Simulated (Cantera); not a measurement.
A Cantera script and what it prints.

```python
import numpy as np
import cantera as ct

gas_names = """
    CL CL2 H HCL H2 Si SiCL SiCL2 SiCL3 SiCL4 SiH SiHCL3 SiH2 SiH2CL2 SiH3 SiH3CL SiH4 Si2 Si3
""".split()
cond_names = """
    Si(cr) Si(L)
""".split()


# ... load() reads the species with a 1 bar reference pressure and builds the phases ...
atoms = {
    'SiH4': {'Si': 1, 'H': 4},
    'HCl': {'H': 1, 'CL': 1},
    'H2': {'H': 2},
}
top_T = {}  # K; cautious upper limits of use, not melting points


# ... equilibrate(T, P, feed) seeds the gas with the atoms and calls Mixture.equilibrate('TP', solver="gibbs", rtol=1e-10, max_steps=50000) ...
results = []
T = 825  # K
P = 1600  # Pa
for m in [5.5, 8.4, 13, 19, 30, 45, 68, 100, 160]:
    feed = {'SiH4': 1, 'HCl': 2.7, 'H2': m}  # mol
    mix = equilibrate(T, P, feed)
    results.append((T, P, feed, dict(zip(mix.species_names, mix.species_moles))))

top = {s: max(r[3][s] / sum(r[3][g] for g in gas_names) for r in results) for s in gas_names}
cols = sorted((s for s in top if top[s] > 0.001), key=lambda s: -top[s])[:8]
seen = [c for c in cond_names if any(r[3].get(c, 0) > 1e-12 for r in results)]
print("log10 of partial pressures in bar; condensed amounts in mol")
print(f"{'n(H2)':>10s}" + "".join(f"{s[:9]:>10s}" for s in cols + seen))
for T, P, feed, n in results:
    ng = sum(n[g] for g in gas_names)
    print(f"{feed['H2']:10.4g}" + "".join(f"{np.log10(max(n[s] / ng * P / 1e5, 1e-99)):10.3f}" for s in cols)
          + "".join(f"{n.get(c, 0):10.4g}" for c in seen))
```

It prints:

```
log10 of partial pressures in bar; condensed amounts in mol
     n(H2)        H2     SiCL4    SiHCL3       HCL    Si(cr)
       5.5    -1.831    -3.026    -3.641    -4.124    0.3004
       8.4    -1.823    -3.149    -3.729    -4.151    0.3004
        13    -1.816    -3.296    -3.835    -4.184    0.3012
        19    -1.811    -3.437    -3.939    -4.217    0.3027
        30    -1.806    -3.622    -4.075    -4.261    0.3062
        45    -1.803    -3.797    -4.205    -4.303    0.3115
        68    -1.801    -3.984    -4.345    -4.349    0.3199
       100    -1.800    -4.168    -4.481    -4.394    0.3316
       160    -1.799    -4.401    -4.656    -4.452    0.3526
```

Equilibrium computed with Cantera from the NASA thermochemical tables; the gas is ideal and each condensed phase is pure. The tables' values for SiCl3 are old estimates; treat these amounts as uncertain.
